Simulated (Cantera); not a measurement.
An isothermal, constant-pressure homogeneous reactor starts with C₂H₆ : N₂ = 1 : 92 (molar parts), at 1898 K and 0.0267 bar. Integrator tolerance rtol = 1e-08.

Computed with Cantera and GRI-Mech 3.0 (53 species, 325 reactions). GRI-Mech 3.0 stops at C3 and has no aromatics, soot or wall deposition, so with more carbon than oxygen in the feed, carbon stays in small species such as C2H2 where larger ones or solid carbon would form. Radical loss at walls, strong at low pressure, is not modelled.

Q: What does this change do: N2 92 to 180 parts?

A: 
```tsv
quantity	before	after
x(C₂H₆) at 20.0 s	<1e-12 (gas-phase equilibrium <1e-12)	<1e-12 (gas-phase equilibrium <1e-12)
x(CH₃) at 20.0 s	2.72e-8 (gas-phase equilibrium 4.64e-8)	9.72e-9 (gas-phase equilibrium 1.28e-8)
x(C₂H₂) at 20.0 s	0.0104 (gas-phase equilibrium 0.000908)	0.00535 (gas-phase equilibrium 0.000261)
x(HCN) at 20.0 s	0.000226 (gas-phase equilibrium 0.0192)	0.000224 (gas-phase equilibrium 0.0104)
x(H₂) at 20.0 s	0.0207 (gas-phase equilibrium 0.0207)	0.0107 (gas-phase equilibrium 0.0107)
```
